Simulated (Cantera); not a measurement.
Si + HCl + H2 (chlorosilane synthesis and conversion)

Input: 1 mol Si, 0.81 mol HCl, 15 mol H2, held at 650 K and 1580 Torr.

Method: chemical equilibrium by Gibbs-energy minimisation in Cantera with the NASA 1993 tables (ideal gas, pure condensed phases). Candidate condensed phases: Si; 19 gas species. The numbers say what is thermodynamically allowed, not how fast it happens.

```json
{
  "x(H2)": "0.984",
  "x(SiHCl3)": "0.00929",
  "x(SiCl4)": "0.00557",
  "x(SiH2Cl2)": "0.000899",
  "x(HCl)": "4.80e-5",
  "x(SiH3Cl)": "1.78e-5",
  "n(Si(s))": "0.754 mol",
  "gas_amount": "15.56 mol"
}
```
